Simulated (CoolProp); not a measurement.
Vapour-liquid equilibrium of R152A (1) + isobutene (2) at 61.95 °C; x and y are mole fractions of (1).

Values from CoolProp's multi-fluid Helmholtz-energy mixture model, Outcalt 1996 and Lemmon 2005; pair parameters Bell 2016.

```
x      bubble pressure (bar)  y at the bubble point  dew pressure at overall composition x (bar)  liquid density (mol/L)
-----  ---------------------  ---------------------  -------------------------------------------  ----------------------
0.05                   9.185                  0.132                                        8.539                   9.644
0.125                  10.47                  0.271                                        9.130                   9.729
0.2                    11.52                  0.370                                        9.785                   9.822
0.275                  12.41                  0.447                                        10.51                   9.924
0.35                   13.15                  0.510                                        11.30                   10.04
0.425                    ___                  0.566                                        12.15                   10.17
0.5                    14.31                  0.617                                        13.03                   10.31
0.575                  14.77                  0.666                                          ___                   10.48
0.65                   15.14                  0.715                                        14.63                   10.68
0.725                  15.45                  0.766                                        15.21                     ___
0.8                    15.66                  0.820                                          ___                   11.15
0.875                  15.78                  0.880                                        15.78                   11.44
0.95                   15.79                  0.948                                        15.79                   11.77
```

**Question.** Some entries are withheld; supply them.

**Answer.** 
- 0.425, bubble pressure (bar): 13.78
- 0.575, dew pressure at overall composition x (bar): 13.88
- 0.725, liquid density (mol/L): 10.90
- 0.8, dew pressure at overall composition x (bar): 15.60

y crosses x between x = 0.875 and 0.95: the model has an azeotrope there.

The pair parameters rest on a limited set of measurements; away from them the model extrapolates.
